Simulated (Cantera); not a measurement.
Charge: 1 mol K₂CO₃, 7.5 mol CO₂, 0.045 mol H₂O, held at 1173.15 K.

Method: chemical equilibrium by Gibbs-energy minimisation in Cantera with the NASA 1993 tables (ideal gas, pure condensed phases). Candidate condensed phases: C, C₆H₆, C₇H₈, C₈H₁₈, H₂O, K, KOH, KO₂, K₂CO₃, K₂O, K₂O₂; 116 gas species. Kinetics and transport are ignored.

Problem. At 45.0 Torr, list the 4 most abundant gas species with their mole fractions, and the condensed phases.

Solution. CO₂ 0.994, H₂O 0.00571, KOH 0.000494, CO 1.34e-5. Condensed: K₂CO₃(s).
